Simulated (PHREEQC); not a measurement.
Make-up at 65 °C: 0.088 mol MgCl2 and 0.0013 mol Na2CO3 per kg of water. Closed to the air; pH follows from the charge balance.

The numbers come from PHREEQC with the Pitzer model, pitzer.dat.

Each row changes one thing in this solution. This is a speciation only: nothing precipitates in the calculation.

| case | pH | ionic strength (mol/kgw) |
|---|---|---|
| as made | 8.72 | 0.264 |
| Na2CO3 left out | 6.02 | 0.264 |
| temperature from 65 to 75 °C | 8.52 | 0.264 |
| temperature from 65 to 70 °C | 8.62 | 0.264 |
| MgCl2 left out | 9.79 | 0.00306 |

Complexes and solids missing from the database can't appear. Some of these states are supersaturated (in Magnesite (slow to form), for instance). At this temperature some constants are extrapolated from 25 °C, and those without enthalpy data are left unchanged.
